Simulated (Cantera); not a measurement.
Feed: 1 mol NaI, 0.17 mol H2, equilibrated at 1800 °C and 1.30 Pa.

Equilibrium computed with Cantera from the NASA thermochemical tables; the gas is ideal and each condensed phase is pure. Candidate condensed phases: I2, Na, NaI; 9 gas species. Rates play no part.

Base state: Na 0.435, I 0.435, H 0.106, H2 0.0212, NaI 0.00219, HI 0.000114 (mole fractions); condensed: gas only.

**Question.** What changes in the equilibrium state with this change: temperature from 1800 °C to 1350 °C?

**Answer.** 
```
species    before     after
-------  --------  --------
Na          0.435     0.350
I           0.435     0.349
NaI       0.00219     0.203
H           0.106   0.00578
H2         0.0212    0.0908
HI       0.000114  0.000752
```

**Question.** What changes in the equilibrium state with this change: H2 from 0.17 to 0.33 mol?

**Answer.** 
```
species    before     after
-------  --------  --------
Na          0.435     0.393
I           0.435     0.393
H           0.106     0.162
H2         0.0212    0.0493
HI       0.000114  0.000158
NaI       0.00219   0.00179
```
